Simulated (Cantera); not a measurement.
## Ignition delay

Mixture: 17.6 % CO, 8.79 % H₂, 0.791 % CH₄, 15.9 % O₂, 50.8 % N₂, 6.15 % H₂O, equivalence ratio 0.93, at 32.0 bar, adiabatic and at constant pressure. Ignition delay is the time to a rise of 400 K.

Computed with Cantera and GRI-Mech 3.0 (53 species, 325 reactions). The pressure lies above the range GRI-Mech 3.0 was tuned for (to about 10 atm). Below about 1000 K GRI-Mech 3.0 lacks low-temperature oxidation paths. Below about 950 K walls govern HO2 and H2O2 in real vessels.

| T0 (K) | delay (ms) |
|---|---|
| 925 | 18.7 |
| 1000 | 3.40 |
| 1075 | 0.781 |
| 1150 | 0.214 |
| 1225 | 0.0675 |
| 1300 | 0.0237 |
| 1375 | 0.00919 |

```json
{
  "apparent activation energy between 1225 and 1375 K": "190 kJ/mol"
}
```
